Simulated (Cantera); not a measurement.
An isothermal, constant-pressure homogeneous reactor starts with CH4 : H2 = 1 : 43 (molar parts), at 1600 K and 2670 Pa.

Detailed kinetics in Cantera: GRI-Mech 3.0 (53 species, 325 reactions). GRI-Mech 3.0 stops at C3 and has no aromatics, soot or wall deposition, so with more carbon than oxygen in the feed, carbon stays in small species such as C2H2 where larger ones or solid carbon would form. Radical loss at walls, strong at low pressure, is not modelled.

One state of this run: x CH4 = 0.00509; x H2 = 0.986; x C2H = 9.45e-9; x C2H4 = 2.63e-5; x CH3 = 3.39e-5; x C2H2 = 0.00858; x H = 0.000324. x: mole fraction; the columns are a selection and need not sum to one.

### Question
Which value of t (s) does it belong to?
A) 5.29e-6
B) 3.22
C) 17.0
D) 1.00e-6

### Answer
C, 17.0
